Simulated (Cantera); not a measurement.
A freely propagating, adiabatic, planar premixed flame of 11.2 % CH4, 18.7 % O2, 70.1 % N2, equivalence ratio 1.2, unburnt at 575 K and 1.00 atm; unity-Lewis-number transport, grid criteria slope 0.08 and curve 0.16, no radiation.

Detailed kinetics in Cantera: GRI-Mech 3.0 (53 species, 325 reactions). Unity Lewis numbers drop preferential diffusion, which matters most where H2 and H carry the flame. Burning velocities carry a grid error of a few per cent, more on coarse grids.

x: mole fraction of selected species; z is measured from the peak of heat release.

```csv
z (mm),T (K),u (m/s),x CH4,x O2,x NO,x HCN,x HCO,x H
-1.31,576,0.708,0.112,0.187,1.68e-8,<1e-8,<1e-8,<1e-8
-0.875,581,0.716,0.111,0.186,1.59e-7,6.87e-8,<1e-8,<1e-8
-0.656,601,0.740,0.110,0.184,6.52e-7,2.78e-7,<1e-8,<1e-8
-0.438,?,0.874,0.102,0.173,3.52e-6,1.45e-6,<1e-8,5.05e-8
-0.219,?,1.44,0.0663,0.124,1.75e-5,6.64e-6,1.66e-7,1.68e-5
-0.109,?,1.98,0.0324,0.0771,3.18e-5,1.18e-5,8.12e-6,0.000416
0,1925,2.50,0.00475,0.0297,5.16e-5,1.71e-5,4.83e-5,0.00534
0.109,2053,2.68,0.000130,0.0108,7.40e-5,1.05e-5,7.26e-6,0.0118
0.219,2087,2.72,2.34e-6,0.00705,8.58e-5,3.89e-6,3.26e-7,0.0128
0.438,2130,2.76,<1e-8,0.00526,9.50e-5,5.67e-7,1.13e-7,0.0113
0.875,2182,2.82,<1e-8,0.00373,0.000104,2.22e-8,8.11e-8,0.00849
1.75,2236,2.88,<1e-8,0.00224,0.000116,<1e-8,5.26e-8,0.00572
3.50,2278,2.92,<1e-8,0.00114,0.000131,<1e-8,3.28e-8,0.00366
```

Problem. Complete the blanks.

Solution. 
- -0.438, T (K): 707
- -0.219, T (K): 1147
- -0.109, T (K): 1547
